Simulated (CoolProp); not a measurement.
Properties of ethylene along the isobar 5550 kPa.

The numbers come from the reference Helmholtz-energy equation of state, Smukala 2000 in CoolProp.

```
T (°C)           phase       Z  fugacity coefficient
-------  -------------  ------  --------------------
-116.45         liquid  0.2025              0.009709
-102.25         liquid  0.1919               0.02328
-88.15          liquid  0.1836               0.04738
-74.05          liquid  0.1773               0.08535
-59.95          liquid  0.1728                0.1395
-45.85          liquid  0.1701                0.2110
-31.75          liquid  0.1697                0.2991
-17.65          liquid  0.1724                0.4014
-3.55           liquid  0.1814                0.5134
10.55    supercritical  0.2206                0.6265
24.65    supercritical  0.5596                0.6965
38.85    supercritical  0.6633                0.7410
52.95    supercritical  0.7270                0.7762
67.05    supercritical  0.7729                0.8053
81.15    supercritical  0.8081                0.8298
95.25    supercritical  0.8362                0.8508
```
